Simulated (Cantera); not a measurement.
## Equilibrium for carbon deposition, reforming and gasification: C2H2 + O2 + H2

Charge: 1 mol C2H2, 0.39 mol O2, 0.92 mol H2, equilibrated at 975 K.

These are equilibrium values from Cantera (NASA tables, ideal gas, pure condensed phases), not measurements of a reactor. Candidate condensed phases: C, C6H6, C7H8, C8H18, H2O; 110 gas species. The ideal-gas law is rough above about 30 bar. The numbers say what is thermodynamically allowed, not how fast it happens.

| P (Pa) | x H2 | x CH4 | x H2O | x CO | x CO2 | x C2H6 | n C(graphite) |
|---|---|---|---|---|---|---|---|
| 10 | 0.711 | 6.35e-6 | 1.23e-5 | 0.289 | 8.01e-6 | <1e-12 | 1.22 |
| 100 | 0.711 | 6.35e-5 | 0.000123 | 0.289 | 8.00e-5 | <1e-12 | 1.22 |
| 1000 | 0.711 | 0.000634 | 0.00122 | 0.287 | 0.000790 | 7.97e-11 | 1.22 |
| 10000 | 0.705 | 0.00624 | 0.0115 | 0.271 | 0.00703 | 7.78e-9 | 1.25 |
| 100000 | 0.647 | 0.0526 | 0.0743 | 0.191 | 0.0351 | 6.02e-7 | 1.35 |
| 1000000 | 0.417 | 0.219 | 0.212 | 0.0844 | 0.0685 | 1.61e-5 | 1.33 |
| 10000000 | 0.176 | 0.391 | 0.317 | 0.0299 | 0.0858 | 0.000122 | 1.24 |
x: gas mole fraction; n: condensed amount in mol.

From 10.0 Pa to 100 bar the condensed part is C(graphite). The main C-bearing gas is CO at 10.0 Pa and CH4 at 100 bar.
